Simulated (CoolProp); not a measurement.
Water along the isobar 342 bar: fugacity coefficient from the reference equation and from simpler models built on Tc = 373.9 °C, pc = 220.6 bar, ω = 0.344; each cubic takes its own stable root.

The numbers come from the reference Helmholtz-energy equation of state, Wagner 2002 in CoolProp.

```tsv
T (°C)	phase	reference
91.45	liquid	0.002638
98.05	liquid	0.003348
104.75	liquid	0.004222
111.35	liquid	0.005256
118.05	liquid	0.006505
124.65	liquid	0.007960
131.35	liquid	0.009690
137.95	liquid	0.01167
144.65	liquid	0.01400
151.25	liquid	0.01663
157.95	liquid	0.01968
164.55	liquid	0.02308
171.25	liquid	0.02697
177.85	liquid	0.03127
184.55	liquid	0.03614
```

Task: How far does each simpler model (Redlich-Kwong, Soave-Redlich-Kwong, Peng-Robinson) lie from the reference over these 15 states: mean and median of the absolute difference, and the worst?

Result: 
- Redlich-Kwong: mean 156.5 %, median 151.7 %, worst +229.6 % at 91.45 °C and 342 bar
- Soave-Redlich-Kwong: mean 4.6 %, median 4.6 %, worst +8.9 % at 184.55 °C and 342 bar
- Peng-Robinson: mean 2.9 %, median 3.0 %, worst +5.3 % at 184.55 °C and 342 bar
